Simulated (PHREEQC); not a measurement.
PHREEQC input (ion-association model, phreeqc.dat):

```
SOLUTION 0
  temp 25
  units mmol/kgw
  pH 7 charge
  Cl 123.01
  Mg 4.5
  Sr 57
  O(0) 1 O2(g) -0.68
SOLUTION 1-40
  temp 25
  units mmol/kgw
  pH 7 charge
  Cl 4.35
  Ca 0.77
  Ba 1.4
  O(0) 1 O2(g) -0.68
END
EXCHANGE 1-40
  X 0.17
  -equilibrate 1
END
SELECTED_OUTPUT 1
  -reset false
  -pH true
  -pe true
  -ionic_strength true
  -water true
  -step true
  -totals Ba Ca Cl Mg Sr
  -molalities BaX2 CaX2 MgX2 SrX2
PRINT
  -reset false
TRANSPORT
  -cells 40
  -shifts 198
  -lengths 0.0025
  -time_step 720
  -dispersivities 0.0035
  -boundary_conditions flux flux
  -correct_disp true
  -punch_cells 40
  -punch_frequency 6
END
```

Selected output (columns that matter, 25 of 34 rows; pore volumes added in front):

```
pore volumes	pH	mu	Ba	Ca	Cl	Mg	Sr	m_BaX2	m_CaX2	m_MgX2	m_SrX2
0	5.0332	0.00652	0.0014	0.00077	0.00435	0	0	0.059568	0.025432	0	0
0.1625	5.0332	0.00652	0.0014	0.00077	0.00435	0	0	0.059568	0.025432	0	0
0.4625	5.0339	0.0068912	0.0014798	0.0008139	0.0045974	0	0	0.059568	0.025432	0	0
0.6125	5.0445	0.013881	0.002983	0.0016407	0.0092574	8.0261e-17	1.5804e-22	0.059568	0.025432	7.8499e-16	3.1559e-21
0.9125	5.0786	0.080616	0.017333	0.0095326	0.053747	3.0314e-06	2.7708e-08	0.059565	0.025429	5.1023e-06	9.522e-08
1.0625	5.0873	0.12061	0.025895	0.01422	0.080407	7.7214e-05	6.9276e-06	0.059524	0.025373	8.6931e-05	1.5924e-05
1.2125	5.092	0.14973	0.03199	0.017394	0.099824	0.00038935	0.00013417	0.059348	0.025049	0.00035378	0.00024892
1.5125	5.0955	0.17654	0.036328	0.018408	0.1177	0.001661	0.0024448	0.057315	0.022544	0.0012835	0.0038572
1.6625	5.096	0.18102	0.035595	0.017008	0.12068	0.0023493	0.0053833	0.054681	0.020282	0.0017676	0.0082698
1.8125	5.0962	0.18304	0.033561	0.014969	0.12203	0.0029475	0.0095323	0.050799	0.017588	0.0021851	0.014428
2.1125	5.0964	0.18427	0.027106	0.010364	0.12285	0.0037859	0.020164	0.040302	0.011961	0.0027569	0.02998
2.2625	5.0964	0.18442	0.023363	0.008241	0.12295	0.0040429	0.025823	0.034499	0.0094462	0.0029239	0.038131
2.4125	5.0964	0.18448	0.019654	0.0063924	0.12299	0.0042182	0.031223	0.028851	0.0072839	0.0030327	0.045833
2.7125	5.0964	0.18451	0.013076	0.0036198	0.12301	0.0044057	0.040397	0.019019	0.0040868	0.0031385	0.058756
2.8625	5.0964	0.18451	0.010394	0.0026577	0.12301	0.0044497	0.043998	0.015068	0.0029907	0.0031594	0.063782
3.1625	5.0964	0.18451	0.0063052	0.0013797	0.12301	0.0044897	0.049325	0.0090992	0.0015456	0.0031734	0.071182
3.3125	5.0964	0.18451	0.0048288	0.00097895	0.12301	0.0044972	0.051195	0.0069584	0.001095	0.003174	0.073773
3.4625	5.0964	0.18451	0.0036638	0.00068881	0.12301	0.0045008	0.052647	0.0052739	0.00076966	0.0031732	0.075783
3.7625	5.0964	0.18451	0.0020602	0.00033398	0.12301	0.0045026	0.054603	0.0029616	0.00037268	0.0031702	0.078495
3.9125	5.0964	0.18451	0.0015296	0.00023053	0.12301	0.0045024	0.055237	0.002198	0.00025715	0.0031688	0.079376
4.2125	5.0964	0.18451	0.0008295	0.00010829	0.12301	0.0045016	0.056061	0.0011914	0.00012074	0.0031668	0.080521
4.3625	5.0964	0.18451	0.00060657	7.3771e-05	0.12301	0.0045012	0.056318	0.00087112	8.2239e-05	0.0031661	0.080881
4.5125	5.0964	0.18451	0.00044177	5.0081e-05	0.12301	0.0045009	0.056507	0.00063437	5.5825e-05	0.0031656	0.081144
4.8125	5.0964	0.18451	0.00023184	2.2873e-05	0.12301	0.0045005	0.056745	0.00033289	2.5493e-05	0.0031649	0.081477
4.9625	5.0964	0.18451	0.00016718	1.5397e-05	0.12301	0.0045003	0.056817	0.00024003	1.716e-05	0.0031648	0.081578
```
